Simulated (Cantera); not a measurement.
Cantera run:

```python
import numpy as np
import cantera as ct

gas_names = """
    O2 PbO NbO2 CrO3
""".split()
cond_names = """
    Pb(cr) Pb(L) Nb(cr) Nb(L) Cr(cr) Cr(L)
""".split()


# ... load() reads the species with a 1 bar reference pressure and builds the phases ...
species = {s.name: s for s in load("nasa_gas.yaml", gas_names) + load("nasa_condensed.yaml", cond_names)}
# Each term lists the table entries of one substance; the one whose range holds T is used.
reactions = {
    '2 Pb + O2(g) = 2 PbO(g)':
        [(-2, ['Pb(cr)', 'Pb(L)']), (-1, ['O2']), (2, ['PbO'])],
    'Nb + O2(g) = NbO2(g)':
        [(-1, ['Nb(cr)', 'Nb(L)']), (-1, ['O2']), (1, ['NbO2'])],
    '0.6667 Cr + O2(g) = 0.6667 CrO3(g)':
        [(-0.6666666666666666, ['Cr(cr)', 'Cr(L)']), (-1, ['O2']), (0.6666666666666666, ['CrO3'])],
}


def pick(names, T):
    return next(species[n] for n in names if species[n].thermo.min_temp <= T <= species[n].thermo.max_temp)


results = []
for label, terms in reactions.items():
    print(label)
    print("     T/K   dH/kJ  dS/(J/K)   dG/kJ   log10 K")
    for T in [300, 1900, 2000, 2100, 2200, 2300, 2400]:
        used = [(nu, pick(names, T)) for nu, names in terms]
        dH = sum(nu * s.thermo.h(T) for nu, s in used) / 1e6
        dS = sum(nu * s.thermo.s(T) for nu, s in used) / 1e3
        dG = dH - T * dS / 1e3
        logK = -dG * 1e6 / (ct.gas_constant * T * np.log(10))
        results.append((label, T, dH, dS, dG, logK, [s.name for _, s in used]))
        print(f"{T:8g} {dH:8.1f} {dS:8.1f} {dG:8.1f} {logK:8.2f}")
```

It prints:

```
2 Pb + O2(g) = 2 PbO(g)
     T/K   dH/kJ  dS/(J/K)   dG/kJ   log10 K
     300    140.6    145.2     97.0   -16.89
    1900    100.5     94.2    -78.5     2.16
    2000     98.6     93.2    -87.9     2.29
    2100     96.6     92.3    -97.1     2.42
    2200     94.7     91.4   -106.3     2.52
    2300     92.6     90.4   -115.4     2.62
    2400     90.5     89.6   -124.4     2.71
Nb + O2(g) = NbO2(g)
     T/K   dH/kJ  dS/(J/K)   dG/kJ   log10 K
     300   -200.0     31.2   -209.4    36.46
    1900   -213.5     16.6   -245.0     6.74
    2000   -214.8     15.9   -246.7     6.44
    2100   -216.2     15.3   -248.2     6.17
    2200   -217.7     14.5   -249.7     5.93
    2300   -219.3     13.8   -251.1     5.70
    2400   -221.1     13.1   -252.5     5.49
0.6667 Cr + O2(g) = 0.6667 CrO3(g)
     T/K   dH/kJ  dS/(J/K)   dG/kJ   log10 K
     300   -195.3    -43.5   -182.2    31.73
    1900   -205.9    -53.3   -104.7     2.88
    2000   -207.6    -54.1    -99.3     2.59
    2100   -209.5    -55.1    -93.9     2.34
    2200   -224.4    -62.1    -87.9     2.09
    2300   -225.4    -62.5    -81.7     1.85
    2400   -226.4    -62.9    -75.4     1.64
```

Source: NASA polynomial tables (part measured, part estimated), evaluated in Cantera. Condensed species are held in their standard states even where they would react or evaporate.
